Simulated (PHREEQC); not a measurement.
Nickel, zinc or cadmium bath

Solution (25 °C): 0.071 mol/kgw ZnCl2, 0.0022 mol/kgw Na2SO4 and 0.31 mol/kgw H2SO4. Closed to the air; pH follows from the charge balance.

Model: ion-association model, phreeqc.dat, run in PHREEQC.

Each row changes one thing in this solution. This is a speciation only: nothing precipitates in the calculation.

```json
[
 {"case": "as made", "pH": "0.56", "ionic strength (mol/kgw)": "0.559", "HSO4- (mol/kgw)": "0.256", "Cl- (mol/kgw)": "0.138", "Zn+2 (mol/kgw)": "0.0492", "SO4-2 (mol/kgw)": "0.0355", "SI of Halite (NaCl)": "-5.14"},
 {"case": "diluted 2-fold with water", "pH": "0.83", "ionic strength (mol/kgw)": "0.291", "HSO4- (mol/kgw)": "0.120", "Cl- (mol/kgw)": "?", "Zn+2 (mol/kgw)": "0.0242", "SO4-2 (mol/kgw)": "0.0241", "SI of Halite (NaCl)": "-5.70"},
 {"case": "temperature from 25 to 70 °C", "pH": "0.61", "ionic strength (mol/kgw)": "0.506", "HSO4- (mol/kgw)": "0.289", "Cl- (mol/kgw)": "0.123", "Zn+2 (mol/kgw)": "0.0463", "SO4-2 (mol/kgw)": "?", "SI of Halite (NaCl)": "-5.24"},
 {"case": "Na2SO4 from 0.0022 to 0.00022 mol/kgw", "pH": "0.56", "ionic strength (mol/kgw)": "0.556", "HSO4- (mol/kgw)": "0.254", "Cl- (mol/kgw)": "0.138", "Zn+2 (mol/kgw)": "0.0493", "SO4-2 (mol/kgw)": "0.0352", "SI of Halite (NaCl)": "-6.14"},
 {"case": "ZnCl2 from 0.071 to 0.355 mol/kgw", "pH": "0.53", "ionic strength (mol/kgw)": "1.20", "HSO4- (mol/kgw)": "0.217", "Cl- (mol/kgw)": "0.586", "Zn+2 (mol/kgw)": "0.228", "SO4-2 (mol/kgw)": "?", "SI of Halite (NaCl)": "-4.52"}
]
```

Question: Some entries are withheld; supply them.

Answer: 
- diluted 2-fold with water, Cl- (mol/kgw): 0.0697
- temperature from 25 to 70 °C, SO4-2 (mol/kgw): 0.0153
- ZnCl2 from 0.071 to 0.355 mol/kgw, SO4-2 (mol/kgw): 0.0436

The ionic strength passes 0.7 mol/kgw, the rough limit of the ion-association models, in ZnCl2 from 0.071 to 0.355 mol/kgw. Complexes and solids missing from the database can't appear. Constants without temperature data keep their 25 °C values here.
